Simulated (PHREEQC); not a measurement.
Dissolve 0.0086 mol/kgw H2SO4 at 25 °C. Closed to the air; pH follows from the charge balance.

All values are PHREEQC results (ion-association model, phreeqc.dat), not measurements.

Precipitation was switched off in this run.

Question: What pH, ionic strength does the model give?

Answer: pH 1.92; ionic strength 0.0182 mol/kgw.

Question: In which forms is S present?

Answer: SO4-2 56 %, HSO4- 44 % of the S.
